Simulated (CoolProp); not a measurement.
Properties of C3F8 (R218) along the isotherm 331.6 K (Tc = 345.0 K, pc = 2.640 MPa, ω = 0.317).

Model: reference Helmholtz-energy equation of state, Lemmon 2006, in CoolProp. It is a short technical equation, of lower accuracy than the large ones.

| p (MPa) | phase | density (kg/m³) | isothermal compressibility (1/MPa) | expansivity (1/kK) | Prandtl number | fugacity coefficient |
|---|---|---|---|---|---|---|
| 0.0632 | gas | 4.349 | 15.97 | 3.113 | 0.769 | 0.9910 |
| 0.0928 | gas | 6.414 | 10.92 | 3.161 | 0.770 | 0.9869 |
| 0.136 | gas | 9.460 | 7.503 | 3.232 | 0.771 | 0.9807 |
| 0.2 | gas | 14.05 | 5.154 | 3.345 | 0.774 | 0.9717 |
| 0.294 | gas | 20.96 | 3.563 | 3.523 | 0.778 | 0.9584 |
| 0.431 | gas | 31.44 | 2.492 | 3.816 | 0.785 | 0.9390 |
| 0.632 | gas | 47.81 | 1.774 | 4.335 | 0.797 | 0.9105 |
| 0.928 | gas | 74.69 | 1.307 | 5.386 | 0.823 | 0.8684 |
| 1.36 | gas | 123.1 | 1.063 | 8.172 | 0.884 | 0.8060 |
| 2.94 | liquid | 1123 | 0.04371 | 8.804 | 3.66 | 0.5065 |
| 4.31 | liquid | 1176 | 0.02612 | 6.222 | 3.63 | 0.3747 |
| 6.32 | liquid | 1226 | 0.01692 | 4.710 | 3.69 | 0.2864 |
| 9.28 | liquid | 1277 | 0.01138 | 3.689 | 3.81 | 0.2291 |
| 13.6 | liquid | 1330 | 0.007826 | 2.951 | 3.98 | 0.1960 |
| 20 | liquid | 1386 | 0.005429 | 2.387 | 4.22 | 0.1837 |

Viscosity comes from a separate model (Huber 2003), an estimate that may be off by 10 % or more. Thermal conductivity comes from a separate model (Huber 2003), an estimate that may be off by 10 % or more.
